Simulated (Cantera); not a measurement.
Mixture: CO : H2 : O2 : N2 = 1 : 0.45 : 0.815 : 3.06 (molar parts), at 23.7 atm, adiabatic and at constant pressure. Ignition delay is the time to a rise of 400 K.

Model: GRI-Mech 3.0 (53 species, 325 reactions), integrated in Cantera. The hydrogen kinetics of GRI-Mech 3.0 are dated; newer H2 mechanisms differ, most at raised pressure. The pressure lies above the range GRI-Mech 3.0 was tuned for (to about 10 atm).

Task: What does this change do: pressure from 23.7 atm to 0.987 atm?

Result: 
```json
[
 {"quantity": "delay at 1000 K", "before": "3.25 ms", "after": "0.376 ms"},
 {"quantity": "delay at 1100 K", "before": "0.398 ms", "after": "0.126 ms"},
 {"quantity": "delay at 1200 K", "before": "60.7 µs", "after": "73.0 µs"},
 {"quantity": "delay at 1300 K", "before": "10.1 µs", "after": "52.0 µs"},
 {"quantity": "delay at 1400 K", "before": "2.61 µs", "after": "42.3 µs"}
]
```
Where the delays flatten at high temperature, the 400 K rule measures the pace of heat release, not the induction time.
